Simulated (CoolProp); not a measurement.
Vapour-liquid equilibrium of CHF3 (R23) (1) + R134a (2) at -77.95 °C; x and y are mole fractions of (1).

Model: multi-fluid Helmholtz-energy mixture model, Penoncello 2003 and Tillner-Roth 1994; pair parameters Bell 2016, in CoolProp.

Give the bubble pressure and the first vapour's composition at x = 0.05, 0.15, 0.55. Is there an azeotrope?

x = 0.05: 0.01022 MPa, y = 0.594; x = 0.15: 0.02187 MPa, y = 0.828; x = 0.55: 0.06974 MPa, y = 0.970. No azeotrope shows between x = 0.05 and 0.95.

Pair parameters are fitted to limited data, so mixtures are less certain than the pure fluids.
